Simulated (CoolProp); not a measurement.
100 sccm (0 °C, 1 atm) of nitrogen bubbles through liquid toluene at 314.8 K and leaves saturated at a total pressure of 0.0408 MPa (ideal gas phase). Each further row changes one setting.

Values from CoolProp's reference Helmholtz-energy equation of state, Lemmon 2006. It is a short technical equation, of lower accuracy than the large ones.

```json
[
 {"case": "as stated", "vapour pressure (kPa)": "8.51", "mole fraction of vapour": "0.209", "delivery (mg/min)": "?", "delivery (sccm)": "?", "change of delivery for a bath 1 K warmer (%)": "5.9"},
 {"case": "bath temperature 319.8 K", "vapour pressure (kPa)": "10.6", "mole fraction of vapour": "0.261", "delivery (mg/min)": "145", "delivery (sccm)": "35.2", "change of delivery for a bath 1 K warmer (%)": "6.1"},
 {"case": "total pressure 0.0816 MPa", "vapour pressure (kPa)": "8.51", "mole fraction of vapour": "?", "delivery (mg/min)": "?", "delivery (sccm)": "11.6", "change of delivery for a bath 1 K warmer (%)": "5.2"}
]
```

**Question.** Some entries are withheld; supply them.

**Answer.** 
- as stated, delivery (mg/min): 108
- as stated, delivery (sccm): 26.4
- total pressure 0.0816 MPa, mole fraction of vapour: 0.104
- total pressure 0.0816 MPa, delivery (mg/min): 47.9
